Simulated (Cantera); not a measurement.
An isothermal plug-flow reactor at 550 K and 0.210 bar (inlet), inlet velocity 0.068 m/s, active area per volume 7000 1/m; feed 0.228 % H₂, 16.6 % O₂, 82.0 % N₂, 1.14 % H₂O, equivalence ratio 0.0069.

Model: Deutschmann's 1995 Pt surface mechanism with GRI-Mech 3.0 gas chemistry, integrated in Cantera. Catalytic surfaces can have several steady states; this one follows from the mechanism file's or the stated starting coverage. Mass transfer to the wall is taken as infinitely fast.

One state of this run: x H₂ = 3.31e-5; x O₂ = 0.165; x H₂O = 0.0137; θ free Pt = 0.000521; θ O* = 0.999; θ OH* = 0.000866. x: gas mole fraction; θ: surface coverage.

Problem. Which value of z (m) does it belong to?
A. 0.0019
B. 0.00041
C. 0.00088
D. 0.0088

Solution. C, 0.00088
